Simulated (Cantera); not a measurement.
An adiabatic, constant-volume homogeneous reactor starts with 37.1 % H2, 13.2 % O2, 49.7 % N2, at 1600 K and 1.01 bar.

Computed with Cantera and GRI-Mech 3.0 (53 species, 325 reactions). Above 3000 K some thermodynamic fits are extrapolated.

Predict: time of steepest temperature rise; temperature at 0.400 s; equilibrium temperature; x(H2) at 0.400 s; x(O2) at 0.400 s; x(OH) at 0.400 s; x(O) at 0.400 s; x(H) at 0.400 s; x(NO) at 0.400 s; x(N2O) at 0.400 s.


```
Property                                                             Value
---------------------------------  ---------------------------------------
time of steepest temperature rise                                  9.59 µs
temperature at 0.400 s                                              3028 K
equilibrium temperature                                             3028 K
x(H2) at 0.400 s                       0.129 (gas-phase equilibrium 0.129)
x(O2) at 0.400 s                   0.00474 (gas-phase equilibrium 0.00474)
x(OH) at 0.400 s                     0.0293 (gas-phase equilibrium 0.0293)
x(O) at 0.400 s                    0.00651 (gas-phase equilibrium 0.00651)
x(H) at 0.400 s                      0.0470 (gas-phase equilibrium 0.0470)
x(NO) at 0.400 s                   0.00616 (gas-phase equilibrium 0.00616)
x(N2O) at 0.400 s                  3.83e-7 (gas-phase equilibrium 3.83e-7)
```
